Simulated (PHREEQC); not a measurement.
Consider water at 25 °C with 0.0025 mol ZnSO4 per kg of water. Closed to the air; pH follows from the charge balance.

All values are PHREEQC results (ion-association model, phreeqc.dat), not measurements.

This is a speciation only: nothing precipitates in the calculation.

Question: Predict the pH, specific conductance.

Answer: pH 5.93; specific conductance 478 µS/cm.

Question: In which forms is Zn present?

Answer: Zn+2 81 %, ZnSO4 18 % of the Zn.

Species that the database lacks are ignored.
